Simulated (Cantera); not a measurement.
# Ammonia decomposition in nitride growth gas

An isothermal, constant-pressure homogeneous reactor starts with NH3 : H2 = 1 : 1.5 (molar parts), at 2125 K and 0.380 bar.

Computed with Cantera and the gas-phase N/H chemistry of the illustrative SiF4/NH3 mechanism in the Surface Chemkin manual (1991). Walls and surfaces, which speed up NH3 decomposition in real reactors, are not modelled.

```
t (s)        x NH3   x H2    x N2H2      x N2       x H     x NH2
--------  --------  -----  --------  --------  --------  --------
0.000300     0.396  0.601   3.87e-6  0.000828  0.000585   0.00116
0.000854     0.387  0.607   3.94e-6   0.00393  0.000605   0.00117
0.00243      0.364  0.622   3.63e-6    0.0124  0.000633   0.00112
0.00693      0.306  0.659   2.92e-6    0.0330  0.000710  0.000997
0.0197       0.194  0.731   1.68e-6    0.0733  0.000917  0.000735
0.0562      0.0608  0.816   4.52e-7     0.121   0.00151  0.000340
0.160      0.00236  0.852   1.13e-8     0.142   0.00440   3.70e-5
0.456     0.000133  0.852  6.46e-11     0.142   0.00547   2.58e-6
1.30       3.42e-5  0.852  4.55e-12     0.142   0.00547   6.65e-7
3.70       1.11e-5  0.852    <1e-12     0.142   0.00547   2.15e-7
10.5       4.04e-6  0.852    <1e-12     0.142   0.00547   7.86e-8
30.0       2.09e-6  0.852    <1e-12     0.142   0.00547   4.06e-8
```
x: mole fraction; the columns are a selection and need not sum to one.

Equilibrium at this temperature and pressure: NH3 1.86e-6, H2 0.852, N2H2 <1e-12, N2 0.142, H 0.00547, NH2 3.62e-8 (gas phase only).
